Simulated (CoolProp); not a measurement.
Vapour-liquid equilibrium of C2F6 (R116) (1) + R22 (2) at 206.4 K; x and y are mole fractions of (1).

Values from CoolProp's multi-fluid Helmholtz-energy mixture model, Lemmon 2006 and Kamei 1995; pair parameters Bell 2016.

**Question.** Give the bubble pressure and the first vapour's composition at x = 0.05, 0.2, 0.95. Is there an azeotrope?

**Answer.** x = 0.05: 76.15 kPa, y = 0.678; x = 0.2: 141.7 kPa, y = 0.838; x = 0.95: 177.5 kPa, y = 0.963. No azeotrope shows between x = 0.05 and 0.95.

The pair parameters rest on a limited set of measurements; away from them the model extrapolates. With so large a gap from Raoult's law the liquid may split in two, which this calculation doesn't test in full.
